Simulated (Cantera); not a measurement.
Diamond growth

A diamond (100) surface in a fixed gas of H2 with x(CH4) = 0.0066, x(H) = 0.024, x(CH3) = 2.5e-05, 18.0 Torr; coverages are run to steady state.

Cantera simulation using the Harris–Goodwin 1993 mechanism for the reconstructed diamond (100) surface; the numbers are that mechanism's predictions, not measurements.

```json
[
 {"T (K)": "900", "growth (µm/h)": "0.189", "θ c6HH": "0.691", "θ c6H*": "0.0106", "θ c6*H": "0.293", "θ c6**": "0.00441", "θ c6HM": "0.000881"},
 {"T (K)": "950", "growth (µm/h)": "0.249", "θ c6HH": "0.643", "θ c6H*": "0.0142", "θ c6*H": "0.335", "θ c6**": "0.00674", "θ c6HM": "0.000702"},
 {"T (K)": "1000", "growth (µm/h)": "0.314", "θ c6HH": "0.596", "θ c6H*": "0.0184", "θ c6*H": "0.375", "θ c6**": "0.00982", "θ c6HM": "0.000561"},
 {"T (K)": "1050", "growth (µm/h)": "0.376", "θ c6HH": "0.552", "θ c6H*": "0.0231", "θ c6*H": "0.411", "θ c6**": "0.0137", "θ c6HM": "0.000442"},
 {"T (K)": "1100", "growth (µm/h)": "0.414", "θ c6HH": "0.511", "θ c6H*": "0.0280", "θ c6*H": "0.442", "θ c6**": "0.0185", "θ c6HM": "0.000332"},
 {"T (K)": "1150", "growth (µm/h)": "0.401", "θ c6HH": "0.473", "θ c6H*": "0.0332", "θ c6*H": "0.469", "θ c6**": "0.0243", "θ c6HM": "0.000223"},
 {"T (K)": "1200", "growth (µm/h)": "0.331", "θ c6HH": "0.438", "θ c6H*": "0.0386", "θ c6*H": "0.492", "θ c6**": "0.0309", "θ c6HM": "0.000126"},
 {"T (K)": "1250", "growth (µm/h)": "0.247", "θ c6HH": "0.406", "θ c6H*": "0.0440", "θ c6*H": "0.511", "θ c6**": "0.0385", "θ c6HM": "6.09e-5"},
 {"T (K)": "1300", "growth (µm/h)": "0.191", "θ c6HH": "0.377", "θ c6H*": "0.0494", "θ c6*H": "0.527", "θ c6**": "0.0468", "θ c6HM": "2.66e-5"},
 {"T (K)": "1350", "growth (µm/h)": "0.169", "θ c6HH": "0.351", "θ c6H*": "0.0547", "θ c6*H": "0.539", "θ c6**": "0.0560", "θ c6HM": "1.12e-5"},
 {"T (K)": "1400", "growth (µm/h)": "0.165", "θ c6HH": "0.327", "θ c6H*": "0.0599", "θ c6*H": "0.547", "θ c6**": "0.0658", "θ c6HM": "4.64e-6"}
]
```
θ: site fractions in the mechanism's names (c6HH fully hydrogenated, c6H* and c6*H radical sites, c6** diradical, c6HM methylated).
